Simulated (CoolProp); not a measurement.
Vapour-liquid equilibrium of ethanol (1) + cyclohexane (2) at 2190 kPa; x and y are mole fractions of (1).

Computed with CoolProp (multi-fluid Helmholtz-energy mixture model, Schroeder 2014 and Zhou 2014; pair parameters Bell 2016).

```tsv
x	bubble temperature, mixture model (K)	bubble temperature, Raoult's law (K)	y, mixture model	y, Raoult's law
0.05	493.5	501.0	0.147	0.113
0.2	472.4	489.4	0.408	0.369
0.35	463.6	480.7	0.531	0.550
0.5	459.3	473.8	0.615	0.689
0.65	457.0	468.1	0.697	0.802
0.8	456.3	463.3	0.799	0.895
0.95	457.2	459.1	0.941	0.976
```

The largest gap from Raoult's law is -17.1 K in bubble temperature, at x = 0.35. y crosses x between x = 0.65 and 0.8: the model has an azeotrope there.

Pair parameters are fitted to limited data, so mixtures are less certain than the pure fluids.
